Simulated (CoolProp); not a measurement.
Vapour-liquid equilibrium of m-xylene (1) + n-undecane (2) at 1.38 bar; x and y are mole fractions of (1).

Computed with CoolProp (multi-fluid Helmholtz-energy mixture model, Zhou 2012 and Aleksandrov 2011; pair parameters Bell 2016).

Give the bubble temperature and the first vapour's composition at x = 0.05, 0.45, 0.65. Is there an azeotrope?

x = 0.05: 477.4 K, y = 0.138; x = 0.45: 448.6 K, y = 0.749; x = 0.65: 438.2 K, y = 0.881. No azeotrope shows between x = 0.05 and 0.95.

The pair parameters rest on a limited set of measurements; away from them the model extrapolates.
